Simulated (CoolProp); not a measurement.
R245ca at several states: fugacity coefficient from the reference equation and from simpler models built on Tc = 174.4 °C, pc = 3.941 MPa, ω = 0.355; each cubic takes its own stable root.

Model: reference Helmholtz-energy equation of state, Zhou 2016, in CoolProp.

```json
[
 {"T (°C)": "-60.05", "p (MPa)": "3.39", "phase": "liquid", "reference": "0.0002258"},
 {"T (°C)": "99.05", "p (MPa)": "0.667", "phase": "gas", "reference": "0.8873"},
 {"T (°C)": "2.65", "p (MPa)": "0.186", "phase": "liquid", "reference": "0.2054"},
 {"T (°C)": "-21.55", "p (MPa)": "0.122", "phase": "liquid", "reference": "0.08848"},
 {"T (°C)": "152.45", "p (MPa)": "4.48", "phase": "liquid", "reference": "0.4622"},
 {"T (°C)": "-45.55", "p (MPa)": "0.0289", "phase": "liquid", "reference": "0.07476"}
]
```

Task: How far does each simpler model (van der Waals, Redlich-Kwong) lie from the reference over these 6 states: mean and median of the absolute difference, and the worst?

Result: 
- van der Waals: mean 2560.5 %, median 678.7 %, worst +12756.5 % at -60.05 °C and 3.39 MPa
- Redlich-Kwong: mean 240.7 %, median 214.5 %, worst +587.3 % at -60.05 °C and 3.39 MPa

At some of these states van der Waals gives the other phase, because its saturation line lies elsewhere.
